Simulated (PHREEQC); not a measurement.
0.74 g of hydrous ferric oxide (600 m²/g; 0.2 weak and 0.005 strong sites per Fe, Dzombak-Morel constants, diffuse double layer) in 1 kg of water with 0.005 mol/kgw of an inert sodium salt and 0.0059 mmol/kgw Ag2SO4 and 0.0023 mmol/kgw SrCl2, at 25 °C; the pH is set by adding NaOH or the inert anion's acid. Oxygen is held at 0.21 atm. CO2 from the air is kept out. No solid was allowed to form.

The series has 13 steps of pH, from 4 to 12.

Computed with PHREEQC (ion-association model, wateq4f.dat).

**Question.** Near which pH is half of the S sorbed, and on which side is more sorbed?

**Answer.** Near pH 6.9, with more sorbed at lower pH.

**Question.** Near which pH is half of the Ag sorbed, and on which side is more sorbed?

**Answer.** Near pH 6.3, with more sorbed at higher pH.

**Question.** Near which pH is half of the Sr sorbed, and on which side is more sorbed?

**Answer.** Near pH 8.0, with more sorbed at higher pH.
